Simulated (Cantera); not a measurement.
An isothermal, constant-pressure homogeneous reactor starts with 12.5 % H2, 2.10 % O2, 85.4 % N2, at 1025 K and 97.5 Torr.

Model: the H2/O2 subset of GRI-Mech 3.0, which has no nitrogen chemistry, integrated in Cantera. Radical loss at walls, strong at low pressure, is not modelled. The temperature is held fixed by assumption; the heat of reaction is taken as removed at once.

One state of this run: x H2 = 0.0702; x O2 = 0.000485; x HO2 = 5.88e-8; x O = 8.06e-5; x OH = 6.27e-5; x H2O = 0.0412; x H2O2 = 8.22e-10. x: mole fraction; the columns are a selection and need not sum to one.

### Question
Which value of t (s) does it belong to?
A. 0.00721
B. 0.849
C. 20.4
D. 4.16

### Answer
A, 0.00721
